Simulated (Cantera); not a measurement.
Feed: 1 mol Fe₂O₃, a varied amount of H₂, held at 2175 K and 27.0 Pa.

Method: chemical equilibrium by Gibbs-energy minimisation in Cantera with the NASA 1993 tables (ideal gas, pure condensed phases). Candidate condensed phases: Fe, FeO, Fe(OH)₂, Fe(OH)₃, Fe₂O₃, Fe₃O₄, H₂O; 12 gas species. Kinetics and transport are ignored.

Question: At 11 mol H₂, list the 6 most abundant gas species with their mole fractions, and the condensed phases.

Answer: H₂ 0.459, H 0.201, H₂O 0.188, Fe 0.135, OH 0.0111, O 0.00341. Condensed: gas only.
